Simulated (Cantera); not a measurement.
A perfectly stirred reactor is fed with NH3 : H2 = 1 : 5.7 (molar parts), at 10.00 Torr; it is held at 1700 K, and followed from long to short residence time.

Computed with Cantera and the gas-phase N/H chemistry of the illustrative SiF4/NH3 mechanism in the Surface Chemkin manual (1991). Walls and surfaces, which speed up NH3 decomposition in real reactors, are not modelled.

Task: Predict: x(NH3) at τ = 4.20 s; x(H2) at τ = 4.20 s; x(NH) at τ = 4.20 s; x(N) at τ = 4.20 s; x(N2H2) at τ = 4.20 s; x(NH3) at τ = 25.0 ms; x(H2) at τ = 25.0 ms; x(NH) at τ = 25.0 ms.

Result: 
```
Quantity                 Value
---------------------  -------
x(NH3) at τ = 4.20 s     0.140
x(H2) at τ = 4.20 s      0.856
x(NH) at τ = 4.20 s    1.24e-6
x(N) at τ = 4.20 s     9.38e-8
x(N2H2) at τ = 4.20 s  2.15e-7
x(NH3) at τ = 25.0 ms    0.149
x(H2) at τ = 25.0 ms     0.851
x(NH) at τ = 25.0 ms   7.66e-9
```
